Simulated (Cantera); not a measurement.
A jet of 1.13 % CH4, 17.5 % O2, 81.4 % N2, equivalence ratio 0.13 at 300 K and 14000 Pa hits a platinum plate 5.8 cm away at a mass flux of 0.06 kg/m²/s; the plate temperature is set and raised in steps from an oxygen-covered start.

Computed with Cantera and Deutschmann's 1995 Pt surface mechanism with GRI-Mech 3.0 gas chemistry. Catalytic surfaces can have several steady states; this one follows from the mechanism file's or the stated starting coverage.

One state of this run: wall x CH4 = 0.00412; wall x O2 = 0.160; wall x H2O = 0.0134; wall x OH = 1.47e-7; wall x CO = 2.55e-6; wall x CO2 = 0.00878; θ free Pt = 0.280; θ O* = 0.719. x: mole fraction at the wall; θ: surface coverage.

**Question.** Which value of plate T (K) does it belong to?
A) 1050
B) 1200
C) 1100
D) 1000

**Answer.** D, 1000
